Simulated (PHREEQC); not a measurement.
Consider water at 25 °C with 0.003 mol FeCl3, 0.012 mol NiCl2, 3.2e-05 mol H2SO4, 0.00071 mol Na2SO4 and 0.00095 mol NaHF2 per kg of water. Closed to the air; pH follows from the charge balance.

The numbers come from PHREEQC with the ion-association model, wateq4f.dat.

| Quantity | Result |
|---|---|
| pH | 2.81 |
| ionic strength | 0.0482 mol/kgw |
| total alkalinity | -7.01 meq/kg |

```tsv
species	molality	activity	log γ
Cl-	0.0324	0.0264	-0.089
Ni+2	0.0114	0.00522	-0.338
Na+	0.00237	0.00196	-0.083
H+	0.00182	0.00155	-0.068
FeF+2	0.00145	0.000682	-0.329
FeOH+2	0.000599	0.000281	-0.329
NiCl+	0.000421	0.000346	-0.084
SO4-2	0.000374	0.000174	-0.331
Fe+3	0.000277	6.77e-5	-0.611
FeF2+	0.000208	0.000172	-0.082
NiSO4	0.000176	0.000178	0.005
FeSO4+	0.000156	0.000129	-0.082
FeCl+2	0.000115	5.40e-5	-0.329
```

No solid was allowed to form. Saturation is exceeded, for instance for Hematite (slow to form), Goethite (slow to form); the values hold only as long as no solid forms. Species that the database lacks are ignored. Fluoro complexes past AlF4- and FeF3 are missing from the database.
